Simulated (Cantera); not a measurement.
Feed: 1 mol MgO, 0.065 mol SO3, 0.8 mol O2, at 0.0100 bar.

These are equilibrium values from Cantera (NASA tables, ideal gas, pure condensed phases), not measurements of a reactor. Candidate condensed phases: Mg, MgO, MgS, MgSO4, S; 14 gas species. Mutual solubility and eutectic melting of coexisting phases are not modelled. Kinetics and transport are ignored.

x: gas mole fraction; n: condensed amount in mol.

| T (K) | x O2 | x SO2 | x SO3 | x O | x SO | x Mg | n MgO(s) | n MgSO4(s) |
|---|---|---|---|---|---|---|---|---|
| 950 | 1.000 | 0.000261 | 8.76e-5 | [?] | <1e-12 | <1e-12 | 0.935 | 0.0647 |
| 1050 | 0.973 | 0.0244 | 0.00249 | [?] | 2.69e-12 | <1e-12 | 0.957 | 0.0426 |
| 1150 | 0.927 | 0.0699 | 0.00264 | [?] | 1.60e-10 | <1e-12 | 1.00 | 0 |
| 1250 | 0.928 | 0.0713 | 0.00120 | [?] | 2.05e-9 | <1e-12 | 1.00 | 0 |
| 1350 | 0.928 | 0.0718 | 0.000607 | [?] | 1.78e-8 | <1e-12 | 1.00 | 0 |
| 1450 | 0.928 | 0.0721 | 0.000338 | [?] | 1.14e-7 | <1e-12 | 1.00 | 0 |
| 1550 | 0.927 | 0.0722 | 0.000203 | [?] | 5.75e-7 | 1.32e-11 | 1.00 | 0 |
| 1650 | 0.927 | 0.0723 | 0.000130 | [?] | 2.38e-6 | 4.13e-10 | 1.00 | 0 |
| 1750 | 0.927 | 0.0723 | 8.76e-5 | [?] | 8.36e-6 | 8.70e-9 | 1.00 | 0 |

Q: Some entries are withheld; supply them.

A: 
- 950, x O: 3.18e-10
- 1050, x O: 6.60e-9
- 1150, x O: 8.00e-8
- 1250, x O: 6.67e-7
- 1350, x O: 4.06e-6
- 1450, x O: 1.93e-5
- 1550, x O: 7.54e-5
- 1650, x O: 0.000249
- 1750, x O: 0.000720
